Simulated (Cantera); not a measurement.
# Thermodynamics of fluorocarbon and chlorocarbon gases, feed C2F6 + HCl

Feed: 1 mol C2F6, 0.73 mol HCl, equilibrated at 1.00 bar.

Equilibrium computed with Cantera from the NASA thermochemical tables; the gas is ideal and each condensed phase is pure. Candidate condensed phases: C, C6H6, C7H8, C8H18; 118 gas species. The feed counts by its element totals alone. Gases not in the tables: C2F6 and larger saturated fluorocarbons. Rates play no part.

From 927 °C to 1827 °C the condensed part is C(graphite). The main C-bearing gas is CF4 throughout.

```
T (°C)  log p CF4  log p HF  log p Cl  log p HCl  log p Cl2  log p CClF3  log p CF2  n C(graphite)
------  ---------  --------  --------  ---------  ---------  -----------  ---------  -------------
927         -0.23     -0.77     -2.91      -0.83      -1.16        -1.56      -6.93          0.580
1002        -0.24     -0.73     -2.56      -0.90      -1.11        -1.55      -6.21          0.591
1077        -0.24     -0.69     -2.26      -0.96      -1.08        -1.55      -5.57          0.601
1152        -0.25     -0.66     -1.99      -1.03      -1.05        -1.55      -5.01          0.610
1227        -0.26     -0.64     -1.76      -1.10      -1.04        -1.56      -4.50          0.617
1302        -0.26     -0.62     -1.55      -1.16      -1.05        -1.58      -4.04          0.624
1377        -0.27     -0.61     -1.36      -1.24      -1.06        -1.60      -3.62          0.631
1452        -0.27     -0.60     -1.21      -1.31      -1.09        -1.62      -3.24          0.636
1527        -0.28     -0.60     -1.07      -1.39      -1.14        -1.66      -2.89          0.641
1602        -0.29     -0.59     -0.96      -1.48      -1.21        -1.70      -2.58          0.645
1677        -0.30     -0.59     -0.86      -1.57      -1.29        -1.76      -2.29          0.647
1752        -0.31     -0.59     -0.79      -1.67      -1.40        -1.83      -2.02          0.645
1827        -0.32     -0.59     -0.74      -1.78      -1.52        -1.90      -1.77          0.640
```
log p: log10 of the partial pressure in bar; n: condensed amount in mol.
